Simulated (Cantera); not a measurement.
Feed: 1 mol PH3, 1.3 mol H2, 0.18 mol O2, equilibrated at 13.0 Pa.

These are equilibrium values from Cantera (NASA tables, ideal gas, pure condensed phases), not measurements of a reactor. Candidate condensed phases: H2O, P, P4O10; 17 gas species. Gases not in the tables: HPO2, HPO3 and P4O6. Rates play no part.

x: gas mole fraction; nothing condenses.

```
T (°C)    x H    x H2    x PO     x P    x P2     x H2O       x O
------  -----  ------  ------  ------  ------  --------  --------
1727    0.119   0.691  0.0904  0.0105  0.0839   0.00482   1.04e-5
1802    0.185   0.629  0.0886  0.0172  0.0761   0.00326   2.32e-5
1877        ?       ?  0.0849       ?       ?         ?         ?
1952    0.379   0.446  0.0797  0.0385  0.0544   0.00137   9.94e-5
2027    0.493   0.338  0.0736  0.0521  0.0414  0.000842  0.000198
2102        ?       ?  0.0676       ?       ?         ?         ?
2177    0.688   0.152  0.0623  0.0777  0.0186  0.000296  0.000784
2252    0.749  0.0928  0.0579  0.0867  0.0111  0.000174   0.00158
```

Fill in the missing entries.


- 1877, x H: 0.273
- 1877, x H2: 0.546
- 1877, x P: 0.0265
- 1877, x P2: 0.0663
- 1877, x H2O: 0.00215
- 1877, x O: 4.89e-5
- 2102, x H: 0.600
- 2102, x H2: 0.236
- 2102, x P: 0.0658
- 2102, x P2: 0.0289
- 2102, x H2O: 0.000503
- 2102, x O: 0.000391
